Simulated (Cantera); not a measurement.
A Cantera script and what it prints.

```python
import numpy as np
import cantera as ct

gas_names = [...]  # 47 gases of nasa_gas.yaml made of Cl, H, N, O, Si
cond_names = """
    H2O(s) H2O(L) NH4CL(a) NH4CL(b) Si(cr) Si(L) SiO2(Lqz) SiO2(hqz) SiO2(L) Si2N2O(s) Si3N4(a)
""".split()


# ... load() reads the species with a 1 bar reference pressure and builds the phases ...
atoms = {
    'SiH2Cl2': {'Si': 1, 'H': 2, 'CL': 2},
    'O2': {'O': 2},
    'N2': {'N': 2},
}
top_T = {'Si2N2O(s)': 2100, 'Si3N4(a)': 2400}  # K; cautious upper limits of use, not melting points


# ... equilibrate(T, P, feed) seeds the gas with the atoms and calls Mixture.equilibrate('TP', solver="vcs", rtol=1e-11, max_steps=5000) ...
results = []
T = 2075  # K
P = 89000  # Pa
for m in [0.05, 0.1, 0.16, 0.21, 0.26, 0.31, 0.37, 0.42, 0.47, 0.52, 0.58]:
    feed = {'SiH2Cl2': 1, 'O2': m, 'N2': 3.8}  # mol
    mix = equilibrate(T, P, feed)
    results.append((T, P, feed, dict(zip(mix.species_names, mix.species_moles))))
    x = sorted(zip(gas.X, gas.species_names), reverse=True)
    print(f"T = {T:g} K  P = {P:g} Pa  n(O2) = {m:g} mol  gas = {mix.phase_moles(0):.4g} mol")
    print("   x: " + "  ".join(f"{s} {v:.3e}" for v, s in x if v > 0.0001))
    print("   condensed (mol): " + ("  ".join(f"{mix.phase(i).name} {mix.phase_moles(i):.4g}"
          for i in range(1, mix.n_phases) if mix.phase_moles(i) > 1e-12) or "none"))
```

Output:

```
T = 2075 K  P = 89000 Pa  n(O2) = 0.05 mol  gas = 5.745 mol
   x: N2 6.396e-01  H2 1.276e-01  SiCL2 1.193e-01  HCL 9.176e-02  SiO 1.409e-02  SiCL3 5.152e-03  H 1.008e-03  CL 5.353e-04  SiCL 4.783e-04  SiCL4 2.291e-04  SiHCL3 1.433e-04
   condensed (mol): Si2N2O(s) 0.01903  Si3N4(a) 0.0534
T = 2075 K  P = 89000 Pa  n(O2) = 0.1 mol  gas = 5.788 mol
   x: N2 6.392e-01  H2 1.233e-01  SiCL2 1.146e-01  HCL 9.779e-02  SiO 1.726e-02  SiCL3 5.365e-03  H 9.913e-04  CL 5.804e-04  SiCL 4.238e-04  SiCL4 2.587e-04  SiHCL3 1.467e-04
   condensed (mol): Si2N2O(s) 0.1001
T = 2075 K  P = 89000 Pa  n(O2) = 0.16 mol  gas = 5.954 mol
   x: N2 6.256e-01  HCL 1.251e-01  H2 1.048e-01  SiCL2 9.457e-02  SiO 4.112e-02  SiCL3 6.145e-03  H 9.141e-04  CL 8.053e-04  SiCL4 4.111e-04  SiCL 2.521e-04  SiHCL3 1.550e-04
   condensed (mol): Si2N2O(s) 0.07509
T = 2075 K  P = 89000 Pa  n(O2) = 0.21 mol  gas = 6.151 mol
   x: N2 6.135e-01  HCL 1.369e-01  H2 9.358e-02  SiCL2 8.299e-02  SiO 6.406e-02  SiCL3 6.244e-03  CL 9.324e-04  H 8.637e-04  SiCL4 4.837e-04  SiCL 1.911e-04  SiHCL3 1.488e-04
   condensed (mol): Si2N2O(s) 0.02584
T = 2075 K  P = 89000 Pa  n(O2) = 0.26 mol  gas = 6.301 mol
   x: N2 6.030e-01  HCL 1.562e-01  SiO 8.249e-02  H2 8.007e-02  SiCL2 6.890e-02  SiCL3 6.396e-03  CL 1.150e-03  H 7.989e-04  SiCL4 6.113e-04  SiHCL3 1.410e-04  SiCL 1.286e-04
   condensed (mol): none
T = 2075 K  P = 89000 Pa  n(O2) = 0.31 mol  gas = 6.401 mol
   x: N2 5.937e-01  HCL 1.840e-01  SiO 9.680e-02  H2 6.372e-02  SiCL2 5.205e-02  SiCL3 6.380e-03  CL 1.519e-03  SiCL4 8.052e-04  H 7.127e-04  SiHCL3 1.255e-04
   condensed (mol): none
T = 2075 K  P = 89000 Pa  n(O2) = 0.37 mol  gas = 6.441 mol
   x: N2 5.899e-01  HCL 2.072e-01  SiO 1.024e-01  H2 5.116e-02  SiCL2 3.947e-02  SiCL3 6.079e-03  CL 1.909e-03  SiCL4 9.638e-04  H 6.386e-04  H2O 1.247e-04  SiHCL3 1.071e-04
   condensed (mol): SiO2(L) 0.03982
T = 2075 K  P = 89000 Pa  n(O2) = 0.42 mol  gas = 6.378 mol
   x: N2 5.958e-01  HCL 2.149e-01  SiO 9.347e-02  H2 4.886e-02  SiCL2 3.704e-02  SiCL3 6.054e-03  CL 2.025e-03  SiCL4 1.019e-03  H 6.241e-04  H2O 1.304e-04  SiHCL3 1.042e-04
   condensed (mol): SiO2(L) 0.1215
T = 2075 K  P = 89000 Pa  n(O2) = 0.47 mol  gas = 6.317 mol
   x: N2 6.015e-01  HCL 2.229e-01  SiO 8.462e-02  H2 4.635e-02  SiCL2 3.445e-02  SiCL3 5.997e-03  CL 2.157e-03  SiCL4 1.075e-03  H 6.079e-04  H2O 1.367e-04  SiHCL3 1.006e-04
   condensed (mol): SiO2(L) 0.2023
T = 2075 K  P = 89000 Pa  n(O2) = 0.52 mol  gas = 6.258 mol
   x: N2 6.072e-01  HCL 2.314e-01  SiO 7.586e-02  H2 4.363e-02  SiCL2 3.169e-02  SiCL3 5.901e-03  CL 2.308e-03  SiCL4 1.132e-03  H 5.898e-04  H2O 1.435e-04
   condensed (mol): SiO2(L) 0.2822
T = 2075 K  P = 89000 Pa  n(O2) = 0.58 mol  gas = 6.189 mol
   x: N2 6.140e-01  HCL 2.420e-01  SiO 6.549e-02  H2 4.006e-02  SiCL2 2.815e-02  SiCL3 5.724e-03  CL 2.520e-03  SiCL4 1.198e-03  H 5.651e-04  H2O 1.527e-04
   condensed (mol): SiO2(L) 0.3768
```

Method: chemical equilibrium by Gibbs-energy minimisation in Cantera with the NASA 1993 tables (ideal gas, pure condensed phases). Mutual solubility and eutectic melting of coexisting phases are not modelled. The tables' values for SiCl3, SiCl, SiN are old estimates; treat these amounts as uncertain. The tables hold silica as quartz up to 1696 K and as liquid above; real silica turns to tridymite and cristobalite and melts near 1996 K. Gases not in the tables: Si2H6 and higher silanes.
